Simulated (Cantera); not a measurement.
Input: 1 mol HMDSO, 5.2 mol CO₂, 12 mol N₂, at 977 °C and 4500 Pa.

Equilibrium computed with Cantera from the NASA thermochemical tables; the gas is ideal and each condensed phase is pure. Candidate condensed phases: C, C₆H₆, C₇H₈, C₈H₁₈, H₂O, Si, SiC, SiO₂, Si₂N₂O, Si₃N₄; 151 gas species. The feed counts by its element totals alone. The tables hold silica as quartz up to 1696 K and as liquid above; real silica turns to tridymite and cristobalite and melts near 1996 K. Equilibrium is a limit: real reactors are often held back by kinetics, nucleation or transport.

Base state: N₂ 0.423, H₂ 0.317, CO 0.260, H₂O 5.59e-5, CH₄ 4.96e-5, HCN 4.64e-5, CO₂ 2.94e-5 (mole fractions); condensed: C(graphite) + SiO₂(β-quartz).

Problem. What changes in the equilibrium state with this change: CO₂ from 5.2 to 24 mol?

Solution. 
```csv
species,before,after
CO,0.260,0.377
N₂,0.423,0.235
CO₂,2.94e-5,0.212
H₂,0.317,0.0939
H₂O,5.59e-5,0.0826
CH₄,4.96e-5,1.27e-9
HCN,4.64e-5,5.47e-9
"C(graphite), mol",3.80,0
"SiO₂(β-quartz), mol",2.00,2.00
```
